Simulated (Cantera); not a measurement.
A closed system holds: 1 mol CH₄, 0.007 mol O₂, 2.9 mol CO₂, equilibrated at 1.33 mbar.

Equilibrium computed with Cantera from the NASA thermochemical tables; the gas is ideal and each condensed phase is pure. Candidate condensed phases: C, C₆H₆, C₇H₈, C₈H₁₈, H₂O; 110 gas species. Kinetics and transport are ignored. All values below are at 2523 K.

Base state: CO 0.466, H 0.216, H₂ 0.0806, O 0.0624, H₂O 0.0622, CO₂ 0.0575, OH 0.0355, O₂ 0.0197 (mole fractions); condensed: gas only.

What changes in the equilibrium state with this change: CO₂ from 2.9 to 5.7 mol?


```json
[
 {"species": "CO", "before": "0.466", "after": "0.475"},
 {"species": "H", "before": "0.216", "after": "0.142"},
 {"species": "O", "before": "0.0624", "after": "0.106"},
 {"species": "H₂", "before": "0.0806", "after": "0.0349"},
 {"species": "O₂", "before": "0.0197", "after": "0.0568"},
 {"species": "CO₂", "before": "0.0575", "after": "0.0995"},
 {"species": "H₂O", "before": "0.0622", "after": "0.0457"},
 {"species": "OH", "before": "0.0355", "after": "0.0396"}
]
```
